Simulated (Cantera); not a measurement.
What does this Cantera script print?

```python
import numpy as np
import cantera as ct

gas_names = """
    C2F4 C2H6 C6H6
""".split()
cond_names = """
    Cu(cr) Cu(L) CuF2(s) CuF2(L)
""".split()


def load(file, names, dense=False):
    # The tables refer to 1 bar. Condensed volumes are neglected.
    table = {s.name: s for s in ct.Species.list_from_file(file)}
    out = []
    for n in names:
        d = dict(table[n].input_data)
        d["thermo"] = dict(d["thermo"], **{"reference-pressure": 1e5})
        if dense:
            d["equation-of-state"] = {"model": "constant-volume", "density": "1e6 g/cm^3"}
        out.append(ct.Species.from_dict(d))
    return out


species = {s.name: s for s in load("nasa_gas.yaml", gas_names) + load("nasa_condensed.yaml", cond_names)}
# Each term lists the table entries of one substance; the one whose range holds T is used.
reactions = {
    '4 Cu + 2 C2F4(g) + C2H6(g) = C6H6(g) + 4 CuF2':
        [(-4, ['Cu(cr)', 'Cu(L)']), (-2, ['C2F4']), (-1, ['C2H6']), (1, ['C6H6']), (4, ['CuF2(s)', 'CuF2(L)'])],
}


def pick(names, T):
    return next(species[n] for n in names if species[n].thermo.min_temp <= T <= species[n].thermo.max_temp)


results = []
for label, terms in reactions.items():
    print(label)
    print("     T/K   dH/kJ  dS/(J/K)   dG/kJ   log10 K")
    for T in [300, 2348, 2373, 2398, 2423, 2448, 2473, 2498, 2523, 2548, 2573, 2598]:
        used = [(nu, pick(names, T)) for nu, names in terms]
        dH = sum(nu * s.thermo.h(T) for nu, s in used) / 1e6
        dS = sum(nu * s.thermo.s(T) for nu, s in used) / 1e3
        dG = dH - T * dS / 1e3
        logK = -dG * 1e6 / (ct.gas_constant * T * np.log(10))
        results.append((label, T, dH, dS, dG, logK, [s.name for _, s in used]))
        print(f"{T:8g} {dH:8.1f} {dS:8.1f} {dG:8.1f} {logK:8.2f}")
```

It prints:

```
4 Cu + 2 C2F4(g) + C2H6(g) = C6H6(g) + 4 CuF2
     T/K   dH/kJ  dS/(J/K)   dG/kJ   log10 K
     300   -671.7   -382.8   -556.9    96.96
    2348   -300.0    -43.6   -197.5     4.39
    2373   -297.2    -42.5   -196.5     4.32
    2398   -294.5    -41.3   -195.4     4.26
    2423   -291.7    -40.2   -194.4     4.19
    2448   -289.0    -39.0   -193.4     4.13
    2473   -286.2    -37.9   -192.5     4.06
    2498   -283.5    -36.8   -191.5     4.00
    2523   -280.7    -35.7   -190.6     3.95
    2548   -278.0    -34.6   -189.7     3.89
    2573   -275.3    -33.6   -188.9     3.83
    2598   -272.5    -32.5   -188.1     3.78
```

Standard-state values (1 bar) from the NASA 1993 polynomials, evaluated with Cantera. The tables' values for C2F4 are old estimates. Condensed species are held in their standard states even where they would react or evaporate.
